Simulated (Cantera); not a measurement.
Al + Cl2 (aluminium and copper etching)

Charge: 1 mol Al, 2.9 mol Cl2, equilibrated at 1.30 mbar.

Cantera equilibrium calculation (NASA polynomials, part measured and part estimated; ideal gas, pure solids and liquids). Candidate condensed phases: Al, AlCl3; 8 gas species. Rates play no part.

From 548 K to 1348 K nothing is condensed. The main Al-bearing gas is Al2Cl6 at 548 K and AlCl3 at 1348 K.

```
T (K)  x Cl2  x AlCl3      x Cl  x Al2Cl6
-----  -----  -------  --------  --------
548    0.699    0.104   4.40e-8     0.198
648    0.605    0.357   2.61e-6    0.0377
748    0.585    0.413   5.46e-5   0.00256
848    0.583    0.416  0.000567  0.000275
948    0.580    0.416   0.00362   4.79e-5
1048   0.571    0.413    0.0161   1.17e-5
1148   0.540    0.405    0.0546   3.63e-6
1248   0.468    0.386     0.145   1.29e-6
1348   0.342    0.353     0.304   4.91e-7
```
x: gas mole fraction; nothing condenses.
